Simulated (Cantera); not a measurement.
Input (Python, Cantera):

```python
import numpy as np
import cantera as ct

gas = ct.Solution("gri30.yaml")
gas.TPX = 448, 310000, {'CH4': 1, 'C2H6': 0.12, 'C3H8': 0.06, 'O2': 5.33, 'N2': 20.1, 'H2O': 0.54, 'H2': 1.2}
inlet = ct.Reservoir(gas, clone=True)
gas.equilibrate("HP")  # start burning
reactor = ct.IdealGasConstPressureReactor(gas, energy="on", clone=False)
exhaust = ct.Reservoir(gas, clone=True)
tau = [0.059, 0.029, 0.014, 0.0071, 0.0035, 0.0017, 0.00086, 0.00043, 0.00021, 0.0001, 5.2e-05, 2.6e-05][0]
for a, b in ((inlet, reactor), (reactor, exhaust)):
    ct.MassFlowController(a, b, mdot=lambda t: reactor.mass / tau)
net = ct.ReactorNet([reactor])
show = ['CH4', 'C2H6', 'C3H8', 'CH2', 'H']

rows = []
print(f"{'tau/s':>10s}{'T/K':>9s}" + "".join(f"{s:>11s}" for s in show))
for tau in [0.059, 0.029, 0.014, 0.0071, 0.0035, 0.0017, 0.00086, 0.00043, 0.00021, 0.0001, 5.2e-05, 2.6e-05]:
    net.initial_time = 0.0
    net.advance(30 * tau)
    before = gas.X
    net.advance(40 * tau)
    drift = np.max(np.abs(gas.X - before) / (gas.X + 1e-9))
    rows.append([gas.T, *gas[show].X, drift])
    print(f"{tau:10.3e}{gas.T:9.1f}" + "".join(f"{x:11.3e}" for x in gas[show].X))
```

Result:

```
     tau/s      T/K        CH4       C2H6       C3H8        CH2          H
 5.900e-02   1831.2  5.199e-06  1.273e-07  6.036e-08  2.100e-08  5.474e-06
 2.900e-02   1829.2  8.498e-06  2.214e-07  1.079e-07  4.064e-08  9.657e-06
 1.400e-02   1826.0  1.376e-05  3.799e-07  1.898e-07  7.852e-08  1.825e-05
 7.100e-03   1821.6  2.139e-05  6.174e-07  3.140e-07  1.424e-07  3.390e-05
 3.500e-03   1814.8  3.384e-05  1.012e-06  5.198e-07  2.594e-07  6.518e-05
 1.700e-03   1804.2  5.443e-05  1.666e-06  8.561e-07  4.667e-07  1.264e-04
 8.600e-04   1789.2  8.651e-05  2.678e-06  1.362e-06  7.923e-07  2.319e-04
 4.300e-04   1766.6  1.425e-04  4.416e-06  2.203e-06  1.321e-06  4.163e-04
 2.100e-04   1731.1  2.529e-04  7.758e-06  3.759e-06  2.179e-06  7.198e-04
 1.000e-04   1672.0  5.266e-04  1.579e-05  7.359e-06  3.614e-06  1.132e-03
 5.200e-05    448.0  3.527e-02  4.233e-03  2.116e-03  1.839e-32 -1.533e-26
 2.600e-05    448.0  3.527e-02  4.233e-03  2.116e-03 -1.119e-35  1.565e-27
```

Model: GRI-Mech 3.0 (53 species, 325 reactions), integrated in Cantera.
